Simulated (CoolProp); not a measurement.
R125 along the isotherm 350.9 K: fugacity coefficient from the reference equation and from simpler models built on Tc = 339.2 K, pc = 3.618 MPa, ω = 0.305; each cubic takes its own stable root.

Model: reference Helmholtz-energy equation of state, Lemmon 2005, in CoolProp.

```
p (MPa)          phase  reference  van der Waals  Redlich-Kwong  Soave-Redlich-Kwong  Peng-Robinson
-------  -------------  ---------  -------------  -------------  -------------------  -------------
1.81               gas     0.8514         0.8644         0.8498               0.8528         0.8377
3.62     supercritical     0.7059         0.7251            [?]               0.7102         0.6865
5.43     supercritical     0.5519         0.5706         0.5515               0.5646            [?]
7.24     supercritical        [?]         0.4799         0.4565                  [?]            [?]
9.05     supercritical     0.3896         0.4266         0.3989               0.4106            [?]
10.9     supercritical     0.3487         0.3924         0.3603               0.3714         0.3460
12.7     supercritical     0.3211         0.3708         0.3344               0.3450         0.3190
14.5     supercritical     0.3012         0.3566         0.3158                  [?]         0.2993
16.3     supercritical     0.2865         0.3475         0.3022               0.3123         0.2845
18.1     supercritical     0.2756            [?]         0.2922               0.3022         0.2734
```

What belongs in the gaps?


- 3.62, Redlich-Kwong: 0.7033
- 5.43, Peng-Robinson: 0.5397
- 7.24, reference: 0.4507
- 7.24, Soave-Redlich-Kwong: 0.4690
- 7.24, Peng-Robinson: 0.4443
- 9.05, Peng-Robinson: 0.3857
- 14.5, Soave-Redlich-Kwong: 0.3261
- 18.1, van der Waals: 0.3422
